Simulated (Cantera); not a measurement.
## Stirred combustor or abatement burner

A perfectly stirred reactor is fed with CO : H2 : CH4 : O2 : N2 = 1 : 0.4 : 0.35 : 1.37 : 5.16 (molar parts), equivalence ratio 1.0, at 360 Torr; it is adiabatic with a 800 K inlet, and is followed from long to short residence time, starting on the burning branch (τ in s: 0.24, 0.07, 0.02, 0.0059, 0.0017, 0.00049, 0.00014, 4e-05, 1.2e-05).

Cantera simulation using GRI-Mech 3.0 (53 species, 325 reactions); the numbers are that mechanism's predictions, not measurements.

```csv
τ (s),T (K),x CO,x H2,x CH4,x NO,x HO2
0.24,2470,0.0462,0.00757,3.24e-7,0.00528,1.91e-6
0.070,2457,0.0473,0.00784,1.05e-6,0.00443,1.93e-6
0.020,2414,0.0508,0.00870,3.17e-6,0.00270,1.94e-6
0.0059,2309,0.0582,0.0108,8.33e-6,0.000957,2.09e-6
0.0017,2145,0.0668,0.0138,2.26e-5,0.000218,3.03e-6
0.00049,1961,0.0739,0.0164,7.08e-5,6.34e-5,4.99e-6
0.00014,1780,0.0842,0.0181,0.000279,2.18e-5,8.51e-6
4.0e-5,1581,0.116,0.0226,0.00201,3.34e-6,2.52e-5
1.2e-5,800,0.121,0.0483,0.0423,<1e-12,<1e-12
```
x: mole fraction; the columns are a selection and need not sum to one.
